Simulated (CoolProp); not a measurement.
A simple Rankine cycle with R245ca: condensing at 320.15 K, boiler at 1.39 MPa, turbine inlet 406.6 K, turbine efficiency 0.75, pump efficiency 0.6, no recuperator. Each further row changes one setting.

The numbers come from the reference Helmholtz-energy equation of state, Zhou 2016 in CoolProp.

| case | thermal efficiency (%) | net work (kJ/kg) | heat in (kJ/kg) | turbine exit temperature (K) | volume ratio over the turbine |
|---|---|---|---|---|---|
| as stated | 10.5 | 27.6 | 264 | 364.5 | … |
| turbine inlet 426.6 K | 10.4 | 29.9 | 289 | 386.0 | 6.65 |
| condensing temperature 312.15 K | 11.6 | … | 275 | 359.6 | 8.95 |
| boiler pressure 0.973 MPa | 8.7 | … | 271 | … | 4.56 |
| turbine efficiency 0.65 | 9.0 | 23.8 | 264 | 368.1 | 6.95 |

Question: Fill in the missing entries.

Answer: 
- as stated, volume ratio over the turbine: 6.87
- condensing temperature 312.15 K, net work (kJ/kg): 31.8
- boiler pressure 0.973 MPa, net work (kJ/kg): 23.7
- boiler pressure 0.973 MPa, turbine exit temperature (K): 375.0
